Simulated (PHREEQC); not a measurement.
PHREEQC input (ion-association model, phreeqc.dat):

```
SOLUTION 1
  temp 10
  units mol/kgw
  pH 7 charge
END
SELECTED_OUTPUT 1
  -reset false
  -pH true
  -pe true
  -ionic_strength true
  -water true
  -totals Ca F
  -molalities H+ Ca+2 F- OH- O2 HF HF2- CaOH+
  -equilibrium_phases Fluorite
PRINT
  -reset false
USE solution 1
REACTION_TEMPERATURE 1
  10 15.3 20.7 26 31.3 36.7 42 47.3 52.7 58 63.3 68.7 74 79.3 84.7 90
EQUILIBRIUM_PHASES 1
  Fluorite 0 0.2
  O2(g) -0.68 10
END
```

Selected output (columns that matter, 15 of 16 rows; T (°C) added in front):

```
T (°C)	pH	mu	Ca	F	m_H+	m_Ca+2	m_F-	m_OH-	Fluorite
10	7.3315	0.00050012	0.00016669	0.00033338	4.7743e-08	0.00016669	0.00033336	6.4711e-08	0.19983
15.3	7.2417	0.00053091	0.00017695	0.0003539	5.8767e-08	0.00017695	0.00035388	8.3302e-08	0.19982
20.7	7.1562	0.0005614	0.00018711	0.00037422	7.1616e-08	0.00018711	0.00037418	1.0656e-07	0.19981
26	7.078	0.00059028	0.00019673	0.00039346	8.5822e-08	0.00019673	0.00039341	1.3435e-07	0.1998
31.3	7.0052	0.00061797	0.00020596	0.00041191	1.0158e-07	0.00020595	0.00041184	1.6789e-07	0.19979
36.7	6.9362	0.00064483	0.0002149	0.00042981	1.1915e-07	0.0002149	0.00042972	2.0891e-07	0.19979
42	6.8735	0.00066975	0.00022321	0.00044641	1.3776e-07	0.0002232	0.00044629	2.5691e-07	0.19978
52.7	6.7609	0.00071539	0.0002384	0.00047681	1.7884e-07	0.0002384	0.0004766	3.8193e-07	0.19976
58	6.7115	0.00073554	0.00024511	0.00049023	2.005e-07	0.00024511	0.00048997	4.604e-07	0.19975
63.3	6.6662	0.00075403	0.00025127	0.00050254	2.2272e-07	0.00025127	0.00050221	5.5175e-07	0.19975
68.7	6.6239	0.00077112	0.00025696	0.00051392	2.4567e-07	0.00025696	0.0005135	6.5972e-07	0.19974
74	6.5861	0.00078618	0.00026197	0.00052394	2.6822e-07	0.00026197	0.00052342	7.8204e-07	0.19974
79.3	6.5516	0.00079955	0.00026642	0.00053284	2.9054e-07	0.00026642	0.0005322	9.2238e-07	0.19973
84.7	6.5199	0.00081145	0.00027038	0.00054076	3.1277e-07	0.00027038	0.00053998	1.0859e-06	0.19973
90	6.4919	0.00082147	0.00027371	0.00054742	3.3382e-07	0.00027371	0.00054649	1.2685e-06	0.19973
```

Constants without temperature data keep their 25 °C values here.
